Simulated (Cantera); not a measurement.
# Roasting and sulfation: FeS2 + SO2 + N2

Feed: 1 mol FeS2, 0.11 mol SO2, 3 mol N2, equilibrated at 11000 Pa.

Equilibrium computed with Cantera from the NASA thermochemical tables; the gas is ideal and each condensed phase is pure. Candidate condensed phases: Fe, FeO, FeS, FeSO4, FeS2, Fe2O3, Fe2(SO4)3, Fe3O4, S; 19 gas species. FeS: taken at fixed stoichiometry. Gases not in the tables: S3 to S7. Equilibrium is a limit: real reactors are often held back by kinetics, nucleation or transport.

From 748 K to 798 K the condensed part is FeS2(s) + Fe3O4(s). From 823 K to 898 K the condensed part is FeS(s) + FeS2(s).

```
T (K)  log p N2  log p S2  log p SO2  log p S2O  log p SO  log p S8  n FeS2(s)  n Fe3O4(s)  n FeS(s)
-----  --------  --------  ---------  ---------  --------  --------  ---------  ----------  --------
748       -0.97     -4.61      -2.41      -5.83     -8.68      <-12      0.999    0.000180         0
773       -0.97     -4.32      -2.41      -5.62     -8.33      <-12      0.999    0.000348         0
798       -0.97     -4.05      -2.42      -5.43     -8.01      <-12      0.998    0.000648         0
823       -0.98     -3.49      -2.41      -5.01     -7.63    -12.34      0.981           0    0.0189
848       -0.98     -2.96      -2.42      -4.62     -7.27    -10.96      0.936           0    0.0641
873       -0.99     -2.46      -2.43      -4.26     -6.93     -9.66      0.794           0     0.206
898       -1.02     -1.99      -2.46      -3.93     -6.63     -8.43      0.348           0     0.652
```
log p: log10 of the partial pressure in bar; n: condensed amount in mol.
